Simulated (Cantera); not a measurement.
Cantera run:

```python
import numpy as np
import cantera as ct

gas_names = [...]  # 123 gases of nasa_gas.yaml made of C, H, O, Si
cond_names = """
    C(gr) C6H6(L) C7H8(L) C8H18(L),n-octa H2O(s) H2O(L) Si(cr) Si(L) SiC(b) SiO2(Lqz) SiO2(hqz) SiO2(L)
""".split()


# ... load() reads the species with a 1 bar reference pressure and builds the phases ...
atoms = {
    'TEOS': {'Si': 1, 'C': 8, 'H': 20, 'O': 4},
    'H2O': {'H': 2, 'O': 1},
    'H2': {'H': 2},
}
top_T = {'C(gr)': 4500, 'SiC(b)': 3050}  # K; cautious upper limits of use, not melting points


# ... equilibrate(T, P, feed) seeds the gas with the atoms and calls Mixture.equilibrate('TP', solver="vcs", rtol=1e-11, max_steps=5000) ...
results = []
feed = {'TEOS': 1, 'H2O': 0.23, 'H2': 9.6}  # mol
T = 550  # K
P = 85  # Pa
mix = equilibrate(T, P, feed)
results.append((T, P, feed, dict(zip(mix.species_names, mix.species_moles))))
x = sorted(zip(gas.X, gas.species_names), reverse=True)
print(f"T = {T:g} K  P = {P:g} Pa  gas = {mix.phase_moles(0):.4g} mol")
print("   x: " + "  ".join(f"{s} {v:.3e}" for v, s in x if v > 1e-05))
print("   condensed (mol): " + ("  ".join(f"{mix.phase(i).name} {mix.phase_moles(i):.4g}"
      for i in range(1, mix.n_phases) if mix.phase_moles(i) > 1e-12) or "none"))
```

Output:

```
T = 550 K  P = 85 Pa  gas = 16.98 mol
   x: H2 7.000e-01  CH4 1.764e-01  H2O 1.150e-01  CO2 7.754e-03  CO 8.183e-04
   condensed (mol): C(gr) 4.859  SiO2(Lqz) 1
```

Method: chemical equilibrium by Gibbs-energy minimisation in Cantera with the NASA 1993 tables (ideal gas, pure condensed phases). The feed counts by its element totals alone.
